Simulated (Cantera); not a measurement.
## Pyrogenic steam for wet oxidation

An isothermal, constant-pressure homogeneous reactor starts with H₂ : O₂ : N₂ = 1.7 : 1 : 58 (molar parts), equivalence ratio 0.85, at 1348 K and 0.740 bar.

Model: GRI-Mech 3.0 (53 species, 325 reactions), integrated in Cantera.

```csv
t (s),x H₂,x O₂,x HO₂,x H,x NO₂,x H₂O
9.00e-6,0.0280,0.0165,2.57e-9,2.68e-9,<1e-12,4.28e-10
3.38e-5,0.0280,0.0165,1.01e-8,2.07e-8,<1e-12,1.48e-8
0.000127,0.0280,0.0165,1.95e-7,3.66e-6,<1e-12,4.37e-6
0.000476,0.00371,0.00536,1.45e-6,0.00876,1.93e-10,0.0196
0.00179,0.00167,0.00342,9.48e-7,0.00167,6.19e-10,0.0256
0.00671,0.000351,0.00263,5.90e-7,0.000127,1.88e-9,0.0279
0.0252,3.70e-5,0.00250,1.74e-7,4.15e-6,9.30e-9,0.0283
0.0945,3.91e-6,0.00250,2.25e-8,1.50e-7,1.72e-8,0.0284
0.355,6.65e-7,0.00250,3.76e-9,1.10e-8,1.18e-8,0.0284
1.33,1.94e-7,0.00250,1.30e-9,1.77e-9,7.56e-9,0.0284
5.00,1.32e-7,0.00250,1.04e-9,9.88e-10,6.95e-9,0.0284
```
x: mole fraction; the columns are a selection and need not sum to one.

Equilibrium at this temperature and pressure: H₂ 1.32e-7, O₂ 0.00247, HO₂ 1.03e-9, H 9.84e-10, NO₂ 5.41e-8, H₂O 0.0284 (gas phase only).
